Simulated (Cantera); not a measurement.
# N2O furnace oxynitridation

An isothermal, constant-pressure homogeneous reactor starts with N₂O : O₂ = 1 : 0.15 (molar parts), at 1100 K and 1.00 bar.

Detailed kinetics in Cantera: GRI-Mech 3.0 (53 species, 325 reactions). GRI-Mech 3.0 was tuned for natural gas; its chemistry of N2O as a main component is partial and can be far from experiment. The mechanism lacks the step 2 NO + O2 → 2 NO2, which can matter for NO2 below about 1400 K. The temperature is held fixed by assumption; the heat of reaction is taken as removed at once.

```tsv
t (s)	x N₂O	x O₂	x NO₂	x NO	x N₂	x O
4.00e-5	0.870	0.130	<1e-12	1.31e-7	2.16e-6	3.07e-7
0.000157	0.870	0.130	9.62e-12	6.38e-7	9.35e-6	3.12e-7
0.000619	0.870	0.130	1.64e-10	2.63e-6	3.76e-5	3.12e-7
0.00243	0.869	0.130	2.57e-9	1.05e-5	0.000149	3.12e-7
0.00957	0.869	0.131	3.86e-8	4.13e-5	0.000585	3.12e-7
0.0376	0.866	0.131	5.21e-7	0.000162	0.00230	3.12e-7
0.148	0.856	0.134	5.14e-6	0.000627	0.00896	3.10e-7
0.582	0.819	0.145	2.87e-5	0.00236	0.0341	3.03e-7
2.29	0.694	0.179	0.000107	0.00799	0.118	2.77e-7
9.00	0.403	0.262	0.000272	0.0198	0.316	2.02e-7
```
x: mole fraction; the columns are a selection and need not sum to one.

Equilibrium at this temperature and pressure: N₂O 6.76e-9, O₂ 0.394, NO₂ 4.01e-6, NO 0.000103, N₂ 0.606, O 1.58e-9 (gas phase only).
